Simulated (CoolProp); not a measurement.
R1234ze(Z) along the isotherm 440 K: fugacity coefficient from the reference equation and from simpler models built on Tc = 423.3 K, pc = 3531 kPa, ω = 0.327; each cubic takes its own stable root.

Model: reference Helmholtz-energy equation of state, Akasaka 2019, in CoolProp.

```csv
p (kPa),phase,reference
1470,gas,0.8679
2940,gas,0.7423
4410,supercritical,0.6174
5880,supercritical,0.5030
7360,supercritical,0.4286
8830,supercritical,0.3791
10300,supercritical,0.3438
11800,supercritical,0.3173
13200,supercritical,0.2983
14700,supercritical,0.2824
16200,supercritical,0.2699
17700,supercritical,0.2599
```

Q: How far does each simpler model (van der Waals, Redlich-Kwong, Soave-Redlich-Kwong, Peng-Robinson) lie from the reference over these 12 states: mean and median of the absolute difference, and the worst?

A: 
- van der Waals: mean 16.2 %, median 15.4 %, worst +33.1 % at 440 K and 17700 kPa
- Redlich-Kwong: mean 7.5 %, median 7.6 %, worst +14.3 % at 440 K and 17700 kPa
- Soave-Redlich-Kwong: mean 10.8 %, median 11.5 %, worst +19.0 % at 440 K and 17700 kPa
- Peng-Robinson: mean 4.0 %, median 4.4 %, worst +7.7 % at 440 K and 17700 kPa
